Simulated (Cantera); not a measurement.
# Adiabatic ignition

An adiabatic, constant-volume homogeneous reactor starts with 3.02 % CH3OH, 16.7 % O2, 80.3 % N2, equivalence ratio 0.27, at 1673 K and 3750 Torr.

Computed with Cantera and GRI-Mech 3.0 (53 species, 325 reactions). GRI-Mech 3.0 was tuned for natural gas; its chemistry of methanol as a main component is partial and can be far from experiment.

```tsv
t (s)	T (K)	P (bar)	x CH3OH	x O2	x NO	x CH4	x H2O2	x NO2
2.00e-6	1673	5.00	0.0299	0.167	2.38e-12	5.47e-6	2.19e-6	<1e-12
6.30e-6	1676	5.02	0.0283	0.166	1.70e-11	3.01e-5	4.27e-5	1.20e-12
1.98e-5	1849	5.66	0.00620	0.147	2.33e-9	8.55e-5	0.000102	3.27e-10
6.25e-5	2317	7.05	<1e-12	0.119	5.02e-5	<1e-12	2.48e-7	1.34e-7
0.000197	2332	7.09	<1e-12	0.119	0.000117	<1e-12	2.53e-7	2.52e-7
0.000620	2332	7.08	<1e-12	0.119	0.000314	<1e-12	2.53e-7	6.74e-7
0.00195	2330	7.08	<1e-12	0.119	0.000916	<1e-12	2.51e-7	1.97e-6
0.00615	2326	7.07	<1e-12	0.118	0.00263	<1e-12	2.48e-7	5.65e-6
0.0194	2315	7.03	<1e-12	0.116	0.00647	<1e-12	2.39e-7	1.39e-5
0.0610	2304	7.00	<1e-12	0.114	0.0107	<1e-12	2.30e-7	2.31e-5
0.192	2301	6.99	<1e-12	0.113	0.0116	<1e-12	2.28e-7	2.50e-5
0.605	2301	6.99	<1e-12	0.113	0.0116	<1e-12	2.28e-7	2.50e-5
1.91	2301	6.99	<1e-12	0.113	0.0116	<1e-12	2.28e-7	2.50e-5
6.00	2301	6.99	<1e-12	0.113	0.0116	<1e-12	2.28e-7	2.50e-5
```
x: mole fraction; the columns are a selection and need not sum to one.

The time of steepest temperature rise comes out as 22.2 µs, the temperature at 6.00 s is 2301 K and the equilibrium temperature comes out as 2301 K. The x(CH3OH) at 6.00 s comes out as <1e-12 (gas-phase equilibrium <1e-12), the x(O2) at 6.00 s is 0.113 (gas-phase equilibrium 0.113) and the x(NO) at 6.00 s is 0.0116 (gas-phase equilibrium 0.0116).
